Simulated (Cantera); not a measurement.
Equilibrium for hydrogen reduction and annealing atmospheres: Al₂O₃ + H₂ + H₂O

Feed: 1 mol Al₂O₃, 15 mol H₂, 1.6 mol H₂O, equilibrated at 1.33 mbar.

These are equilibrium values from Cantera (NASA tables, ideal gas, pure condensed phases), not measurements of a reactor. Candidate condensed phases: Al, Al₂O₃, H₂O; 19 gas species. The tables' values for AlOH are old estimates; treat these amounts as uncertain. Equilibrium is a limit: real reactors are often held back by kinetics, nucleation or transport.

From 1275 °C to 1875 °C the condensed part is Al₂O₃(s).

```tsv
T (°C)	x H₂	x H	x H₂O	x OH	x O	x AlOH	n Al₂O₃(s)
1275	0.903	0.000801	0.0963	2.86e-6	2.15e-9	6.66e-10	1.00
1325	0.902	0.00138	0.0963	5.75e-6	7.35e-9	2.29e-9	1.00
1375	0.901	0.00232	0.0963	1.11e-5	2.33e-8	7.29e-9	1.00
1425	0.900	0.00376	0.0962	2.06e-5	6.90e-8	2.16e-8	1.00
1475	0.898	0.00593	0.0961	3.70e-5	1.92e-7	6.01e-8	1.000
1525	0.895	0.00912	0.0959	6.42e-5	5.07e-7	1.57e-7	1.000
1575	0.891	0.0137	0.0956	0.000108	1.27e-6	3.90e-7	1.000
1625	0.884	0.0201	0.0952	0.000177	3.03e-6	9.18e-7	1.000
1675	0.876	0.0290	0.0947	0.000283	6.94e-6	2.06e-6	1.000
1725	0.865	0.0409	0.0939	0.000442	1.53e-5	4.43e-6	1.000
1775	0.850	0.0565	0.0929	0.000673	3.23e-5	9.11e-6	1.000
1825	0.831	0.0768	0.0916	0.00100	6.63e-5	1.80e-5	1.000
1875	0.806	0.102	0.0898	0.00147	0.000132	3.43e-5	0.999
```
x: gas mole fraction; n: condensed amount in mol.
